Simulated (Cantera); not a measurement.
# Ignition delay

Mixture: CH4 : O2 : N2 = 1 : 1.11 : 4.18 (molar parts), equivalence ratio 1.8, at 9.87 atm, adiabatic and at constant pressure. Ignition delay is the time to a rise of 400 K.

Detailed kinetics in Cantera: GRI-Mech 3.0 (53 species, 325 reactions).

```
T0 (K)  delay (ms)
------  ----------
1123          17.5
1223          4.90
1323          1.54
1423         0.532
1523         0.197
1623        0.0778
1723        0.0332
1823        0.0156
1923       0.00805
```

apparent activation energy between 1723 and 1923 K: 200 kJ/mol
